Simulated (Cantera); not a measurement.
Equilibrium for nitride etching: Si₃N₄ + H₂O + H₂

Feed: 1 mol Si₃N₄, 29 mol H₂O, 7.7 mol H₂, equilibrated at 1475 °C and 13300 Pa.

Method: chemical equilibrium by Gibbs-energy minimisation in Cantera with the NASA 1993 tables (ideal gas, pure condensed phases). Candidate condensed phases: H₂O, Si, SiO₂, Si₂N₂O, Si₃N₄; 35 gas species. The tables hold silica as quartz up to 1696 K and as liquid above; real silica turns to tridymite and cristobalite and melts near 1996 K. Gases not in the tables: Si(OH)₄. Rates play no part.

| Item | Value |
|---|---|
| x(H₂O) | 0.594 |
| x(H₂) | 0.354 |
| x(N₂) | 0.0517 |
| x(H) | 0.000373 |
| x(OH) | 3.65e-5 |
| x(SiO) | 3.45e-6 |
| n(SiO₂(condensed)) | 3.00 mol |
| gas amount | 38.71 mol |
| log10 activity of Si(l) (absent) | -9.39 |
